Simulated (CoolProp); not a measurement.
Vapour-liquid equilibrium of R22 (1) + dimethyl ether (2) at 339.2 K; x and y are mole fractions of (1).

The numbers come from the multi-fluid Helmholtz-energy mixture model, Kamei 1995 and Wu 2011; pair parameters Bell 2016 in CoolProp.

```csv
x,"bubble pressure, mixture model (kPa)","bubble pressure, Raoult's law (kPa)","y, mixture model","y, Raoult's law"
0.05,1645,1714,0.045,0.081
0.125,1630,1796,0.118,0.192
0.2,1623,1879,0.198,0.294
0.275,[?],1962,0.285,0.387
0.35,1643,2044,0.377,0.473
0.425,[?],2127,0.473,0.552
0.5,1735,2210,0.569,0.625
0.575,1816,2293,[?],0.693
0.65,1924,2375,0.747,0.756
0.725,[?],2458,0.822,0.814
0.8,2223,2541,0.886,0.869
0.875,2411,2624,0.938,0.921
0.95,[?],2706,[?],0.969
```

**Question.** Some entries are withheld; supply them.

**Answer.** 
- 0.275, bubble pressure, mixture model (kPa): 1626
- 0.425, bubble pressure, mixture model (kPa): 1678
- 0.575, y, mixture model: 0.662
- 0.725, bubble pressure, mixture model (kPa): 2060
- 0.95, bubble pressure, mixture model (kPa): 2617
- 0.95, y, mixture model: 0.978

The largest gap from Raoult's law is -21.5 % in bubble pressure, at x = 0.5. y crosses x between x = 0.2 and 0.275: the model has an azeotrope there.

Pair parameters are fitted to limited data, so mixtures are less certain than the pure fluids.
